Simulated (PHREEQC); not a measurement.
Make-up at 20 °C: 0.0013 mol/kgw ZnSO4, 0.12 mol/kgw NaCl and 0.087 mol/kgw HCl. Closed to the air; pH follows from the charge balance.

Equilibrium calculation in PHREEQC: ion-association model, phreeqc.dat.

Precipitation was switched off in this run.

### Question
What pH, activity of water, density does the model give?

### Answer
pH 1.16; activity of water 0.993; density 1.005 g/cm³.

### Question
In which forms is S present?

### Answer
HSO4- 66 %, SO4-2 28 %, NaSO4- 4.8 %, ZnSO4 0.6 % of the S.
